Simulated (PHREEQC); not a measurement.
Make-up at 53 °C: 0.0042 mol/kgw HNO3, 0.0021 mol/kgw Fe(NO3)3 and 0.00019 mol/kgw CO2. Closed to the air; pH follows from the charge balance.

All values are PHREEQC results (ion-association model, phreeqc.dat), not measurements.

Precipitation was switched off in this run.

Q: What pH does the model give?

A: pH 2.27.

Q: In which forms is Fe present?

A: FeOH+2 67 %, Fe+3 20 %, Fe(OH)2+ 7.5 %, Fe2(OH)2+4 4.9 % of the Fe.

The solution is supersaturated, for example in Hematite (slow to form), Goethite (slow to form), so a real one may precipitate; this is no full list. Constants without temperature data keep their 25 °C values here.
